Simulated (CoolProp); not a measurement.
Dimethyl ether at 293.15 K and 0.115 MPa is throttled through a valve to 0.0423 MPa with no heat exchange. Each further row changes one setting.

Computed with CoolProp (reference Helmholtz-energy equation of state, Wu 2011).

| case | temperature change (K) | final density (kg/m³) |
|---|---|---|
| as stated | -1.9 | 0.811 |
| outlet pressure 0.0127 MPa | -2.7 | 0.243 |
| outlet pressure 0.055 MPa | -1.6 | 1.06 |
